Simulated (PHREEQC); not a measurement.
Reverse-osmosis permeate: speciation

Synthetic water in mg/kgw, 28 °C, pH 6.39, pe 10.7: Na 5.67; K 6.12; Ca 22.4; Mg 3.42; Cl 21.9; S(6) as SO4 24.8; Alkalinity as HCO3 41.7; Pb 2.62; Ba 0.0732; B 0.0411.

Valence states are taken as typed.

Model: ion-association model, phreeqc.dat, run in PHREEQC.

Precipitation was switched off in this run.

Task: Estimate the specific conductance.

Result: specific conductance 219 µS/cm.

Task: In which forms is Ca present?

Result: Ca+2 97 %, CaSO4 2.7 %, CaHCO3+ 0.7 % of the Ca.

The solution is supersaturated, for example in Cerussite, so a real one may precipitate; this is no full list.
